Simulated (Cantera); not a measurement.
# Equilibrium for silicon oxide and oxynitride deposition: SiH4 + O2 + N2

A closed system holds: 1 mol SiH4, 1.1 mol O2, 5.2 mol N2, at 748 K and 7.50 Torr.

Cantera equilibrium calculation (NASA polynomials, part measured and part estimated; ideal gas, pure solids and liquids). Candidate condensed phases: H2O, Si, SiO2, Si2N2O, Si3N4; 35 gas species. Equilibrium is a limit: real reactors are often held back by kinetics, nucleation or transport.

| Item | Value |
|---|---|
| x(N2) | 0.722 |
| x(H2) | 0.250 |
| x(H2O) | 0.0278 |
| x(NH3) | 5.55e-6 |
| n(SiO2(α-quartz)) | 1.00 mol |
| gas amount | 7.200 mol |
| log10 activity of Si(s) (absent) | -23.38 |
